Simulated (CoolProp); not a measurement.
Isobutane along the isotherm 575 K: density (kg/m³) from the reference equation and from simpler models built on Tc = 407.8 K, pc = 3.629 MPa, ω = 0.184; each cubic takes its own stable root.

Computed with CoolProp (reference Helmholtz-energy equation of state, Bücker 2006).

```tsv
p (MPa)	phase	reference
0.111	gas	1.354
0.167	gas	2.040
0.252	gas	3.086
0.38	gas	4.671
0.573	gas	7.082
0.865	gas	10.78
1.3	gas	16.41
1.97	gas	25.36
2.97	gas	39.37
4.48	supercritical	62.06
6.76	supercritical	99.60
10.2	supercritical	160.1
15.4	supercritical	239.5
23.2	supercritical	314.7
35	supercritical	377.1
```

How far does each simpler model (ideal gas, van der Waals, Redlich-Kwong, Soave-Redlich-Kwong, Peng-Robinson) lie from the reference over these 15 states: mean and median of the absolute difference, and the worst?


- ideal gas: mean 8.1 %, median 5.6 %, worst -22.5 % at 575 K and 10.2 MPa
- van der Waals: mean 3.6 %, median 0.9 %, worst -14.0 % at 575 K and 35 MPa
- Redlich-Kwong: mean 1.2 %, median 0.8 %, worst +3.6 % at 575 K and 10.2 MPa
- Soave-Redlich-Kwong: mean 1.9 %, median 0.5 %, worst -7.1 % at 575 K and 15.4 MPa
- Peng-Robinson: mean 1.0 %, median 0.6 %, worst +5.3 % at 575 K and 35 MPa
